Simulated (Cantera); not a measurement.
A closed system holds: 1 mol LiOH, 0.34 mol H2O, 0.11 mol O2, at 827 °C.

These are equilibrium values from Cantera (NASA tables, ideal gas, pure condensed phases), not measurements of a reactor. Candidate condensed phases: H2O, Li, LiH, LiOH, Li2O; 17 gas species. Equilibrium is a limit: real reactors are often held back by kinetics, nucleation or transport.

Task: Which condensed phases are stable at each of these points (P (Pa)): 10, 100, 1000, 10000, 100000, 1000000?

Result: 
```csv
P (Pa),condensed phases,Li condensed (%)
10,Li2O(s),98.5
100,Li2O(s),99.5
1000,Li2O(s),99.8
10000,Li2O(s),99.9
100000,LiOH(l),100.0
1000000,LiOH(l),100.0
```

From 0.0750 Torr to 75.0 Torr the condensed part is Li2O(s). From 750 Torr to 7500 Torr the condensed part is LiOH(l).
